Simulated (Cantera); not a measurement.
**Thermodynamics of chlorosilane synthesis and conversion, feed SiCl4 + HCl + H2**

Charge: 1 mol SiCl4, 1.8 mol HCl, 0.32 mol H2, equilibrated at 1.10 bar.

These are equilibrium values from Cantera (NASA tables, ideal gas, pure condensed phases), not measurements of a reactor. Candidate condensed phases: Si; 19 gas species. The tables' values for SiCl3 are old estimates; treat these amounts as uncertain. Equilibrium is a limit: real reactors are often held back by kinetics, nucleation or transport.

| T (K) | x HCl | x SiCl4 | x H2 | x SiCl3 | x SiHCl3 | x SiCl2 | x Cl | x SiH2Cl2 |
|---|---|---|---|---|---|---|---|---|
| 1023 | 0.577 | 0.320 | 0.102 | 3.32e-5 | 0.000479 | 7.27e-8 | 6.58e-9 | 7.93e-8 |
| 1073 | 0.578 | 0.320 | 0.102 | 8.60e-5 | 0.000691 | 3.70e-7 | 2.19e-8 | 1.74e-7 |
| 1123 | 0.578 | 0.319 | 0.101 | 0.000204 | 0.000961 | 1.62e-6 | 6.55e-8 | 3.55e-7 |
| 1173 | 0.579 | 0.319 | 0.101 | 0.000448 | 0.00130 | 6.22e-6 | 1.79e-7 | 6.75e-7 |
| 1223 | 0.579 | 0.318 | 0.100 | 0.000920 | 0.00170 | 2.12e-5 | 4.52e-7 | 1.21e-6 |
| 1273 | 0.580 | 0.316 | 0.0993 | 0.00177 | 0.00216 | 6.51e-5 | 1.06e-6 | 2.05e-6 |
| 1323 | 0.582 | 0.314 | 0.0979 | 0.00322 | 0.00268 | 0.000181 | 2.36e-6 | 3.27e-6 |
| 1373 | 0.585 | 0.310 | 0.0958 | 0.00555 | 0.00321 | 0.000459 | 4.97e-6 | 4.93e-6 |
| 1423 | 0.589 | 0.305 | 0.0927 | 0.00904 | 0.00373 | 0.00106 | 1.00e-5 | 6.95e-6 |
x: gas mole fraction; nothing condenses.

From 1023 K to 1423 K nothing is condensed. The main Si-bearing gas is SiCl4 throughout.
